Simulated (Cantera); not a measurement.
A perfectly stirred reactor is fed with 1.09 % C2H6, 98.9 % H2, at 760 Torr; it is held at 1750 K, and followed from long to short residence time.

Detailed kinetics in Cantera: GRI-Mech 3.0 (53 species, 325 reactions). GRI-Mech 3.0 stops at C3 and has no aromatics, soot or wall deposition, so with more carbon than oxygen in the feed, carbon stays in small species such as C2H2 where larger ones or solid carbon would form.

One state of this run: x C2H6 = 4.61e-5; x H2 = 0.984; x C2H4 = 0.000433; x CH4 = 0.0102; x H = 0.000438. x: mole fraction; the columns are a selection and need not sum to one.

Problem. Which value of τ (s) does it belong to?
A) 0.0033
B) 0.13
C) 0.00097
D) 0.039

Solution. A, 0.0033
